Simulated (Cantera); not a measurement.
# Stirred combustor or abatement burner

A perfectly stirred reactor is fed with C2H4 : O2 : N2 : CO2 : H2 = 1 : 1.88 : 7.05 : 0.58 : 0.018 (molar parts), at 710000 Pa; it is adiabatic with a 373 K inlet, and is followed from long to short residence time, starting on the burning branch (τ in s: 0.046, 0.018, 0.0073, 0.0029, 0.0012, 0.00046, 0.00018, 7.2e-05, 2.9e-05, 1.1e-05, 4.5e-06).

Detailed kinetics in Cantera: GRI-Mech 3.0 (53 species, 325 reactions). GRI-Mech 3.0 was tuned for natural gas; its chemistry of ethylene as a main component is partial and can be far from experiment.

```csv
τ (s),T (K),x C2H4,x O2,x CO2,x H2O,x NO
0.046,2059,9.58e-6,9.84e-5,0.0780,0.125,5.81e-5
0.018,2059,2.14e-5,0.000218,0.0791,0.125,7.01e-5
0.0073,2058,4.42e-5,0.000446,0.0804,0.126,7.74e-5
0.0029,2055,8.73e-5,0.000867,0.0816,0.126,8.14e-5
0.0012,2047,0.000160,0.00155,0.0825,0.127,8.29e-5
0.00046,2031,0.000302,0.00280,0.0827,0.126,8.01e-5
0.00018,2002,0.000582,0.00504,0.0821,0.125,6.82e-5
7.2e-5,1947,0.00129,0.00971,0.0803,0.122,4.19e-5
2.9e-5,1760,0.00602,0.0279,0.0739,0.108,3.98e-6
1.1e-5,373,0.0950,0.179,0.0551,<1e-12,<1e-12
4.5e-6,373,0.0950,0.179,0.0551,<1e-12,<1e-12
```
x: mole fraction; the columns are a selection and need not sum to one.
